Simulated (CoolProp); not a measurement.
Properties of hydrogen chloride along the isobar 66.9 bar (Tc = 324.7 K, pc = 83.14 bar, ω = 0.130).

Computed with CoolProp (reference Helmholtz-energy equation of state, Thol 2018).

```tsv
T (K)	phase	density (kg/m³)	Joule-Thomson coefficient (K/MPa)
258.8	liquid	999.0	-0.07395
285.6	liquid	896.1	0.2383
312.4	liquid	716.1	1.596
339.2	gas	125.9	9.593
366	gas	103.3	8.450
392.8	gas	90.03	7.469
419.6	gas	80.71	6.649
446.4	gas	73.59	5.964
473.3	gas	67.86	5.385
500.1	gas	63.12	4.892
526.9	gas	59.10	4.465
553.7	gas	55.63	4.092
580.5	gas	52.59	3.760
607.3	gas	49.90	3.463
```
